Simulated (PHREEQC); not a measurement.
Dissolve 1.7 mol CaCl2 and 3 mol LiCl per kg of water at 20 °C. Closed to the air; pH follows from the charge balance.

Computed with PHREEQC (Pitzer model, pitzer.dat).

The ionic strength is 8.10 mol/kgw, the activity of water is 0.690 and the density is 1.187 g/cm³. The osmotic coefficient is 1.854.

```json
[
 {"species": "Cl-", "molality": "6.40", "activity": "4.21", "log γ": "-0.182"},
 {"species": "Li+", "molality": "3.00", "activity": "33.4", "log γ": "1.047"},
 {"species": "Ca+2", "molality": "1.70", "activity": "27.7", "log γ": "1.211"},
 {"species": "H+", "molality": "1.50e-7", "activity": "2.43e-6", "log γ": "1.209"},
 {"species": "OH-", "molality": "1.50e-7", "activity": "1.94e-9", "log γ": "-1.889"}
]
```

This is a speciation only: nothing precipitates in the calculation.
